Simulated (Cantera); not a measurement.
Feed: 1 mol Al, 6.3 mol Cl₂, 2.5 mol H₂, at 0.0458 Torr.

Equilibrium computed with Cantera from the NASA thermochemical tables; the gas is ideal and each condensed phase is pure. Candidate condensed phases: Al, AlCl₃; 12 gas species. Kinetics and transport are ignored.

log p: log10 of the partial pressure in bar; nothing condenses.

```json
[
 {"T (K)": "748", "log p HCl": "-4.43", "log p Cl": "-7.98", "log p Cl₂": "-4.77", "log p AlCl₃": "-5.13", "log p Al₂Cl₆": "-9.20"},
 {"T (K)": "798", "log p HCl": "-4.43", "log p Cl": "___", "log p Cl₂": "-4.77", "log p AlCl₃": "-5.13", "log p Al₂Cl₆": "___"},
 {"T (K)": "848", "log p HCl": "-4.44", "log p Cl": "-6.96", "log p Cl₂": "-4.77", "log p AlCl₃": "-5.13", "log p Al₂Cl₆": "-10.18"},
 {"T (K)": "898", "log p HCl": "-4.44", "log p Cl": "-6.54", "log p Cl₂": "-4.78", "log p AlCl₃": "-5.13", "log p Al₂Cl₆": "-10.58"},
 {"T (K)": "948", "log p HCl": "-4.44", "log p Cl": "-6.16", "log p Cl₂": "-4.78", "log p AlCl₃": "-5.14", "log p Al₂Cl₆": "-10.94"},
 {"T (K)": "998", "log p HCl": "-4.44", "log p Cl": "-5.82", "log p Cl₂": "-4.80", "log p AlCl₃": "-5.14", "log p Al₂Cl₆": "-11.27"},
 {"T (K)": "1048", "log p HCl": "-4.45", "log p Cl": "-5.53", "log p Cl₂": "-4.82", "log p AlCl₃": "-5.14", "log p Al₂Cl₆": "-11.57"},
 {"T (K)": "1098", "log p HCl": "-4.45", "log p Cl": "-5.27", "log p Cl₂": "-4.87", "log p AlCl₃": "-5.15", "log p Al₂Cl₆": "-11.84"},
 {"T (K)": "1148", "log p HCl": "-4.47", "log p Cl": "-5.05", "log p Cl₂": "-4.95", "log p AlCl₃": "-5.17", "log p Al₂Cl₆": "-12.10"},
 {"T (K)": "1198", "log p HCl": "-4.49", "log p Cl": "-4.87", "log p Cl₂": "-5.08", "log p AlCl₃": "-5.18", "log p Al₂Cl₆": "-12.35"},
 {"T (K)": "1248", "log p HCl": "-4.50", "log p Cl": "___", "log p Cl₂": "___", "log p AlCl₃": "-5.20", "log p Al₂Cl₆": "___"},
 {"T (K)": "1298", "log p HCl": "-4.52", "log p Cl": "-4.67", "log p Cl₂": "-5.50", "log p AlCl₃": "-5.22", "log p Al₂Cl₆": "-12.79"}
]
```

Question: What belongs in the gaps?

Answer: 
- 798, log p Cl: -7.44
- 798, log p Al₂Cl₆: -9.72
- 1248, log p Cl: -4.75
- 1248, log p Cl₂: -5.26
- 1248, log p Al₂Cl₆: -12.58
